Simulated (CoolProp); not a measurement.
A Linde-Hampson liquefier for dry air: isothermal reversible compression at 300 K from 1 atm to 10 MPa, throttling to 1 atm, return gas leaving the recuperator 0 K below the feed. Each further row changes one setting.

Model: reference Helmholtz-energy equation of state, Lemmon 2000, in CoolProp. It is a pseudo-pure fit of the blend.

```csv
case,liquid yield per pass,compression work (kJ/kg of gas)
as stated,(withheld),394
high pressure 20 MPa,(withheld),(withheld)
warm-end temperature 330 K,(withheld),(withheld)
warm-end gap 5 K,(withheld),394
```

Complete the blanks.


- as stated, liquid yield per pass: 0.047
- high pressure 20 MPa, liquid yield per pass: 0.081
- high pressure 20 MPa, compression work (kJ/kg of gas): 454
- warm-end temperature 330 K, liquid yield per pass: 0.035
- warm-end temperature 330 K, compression work (kJ/kg of gas): 435
- warm-end gap 5 K, liquid yield per pass: 0.036
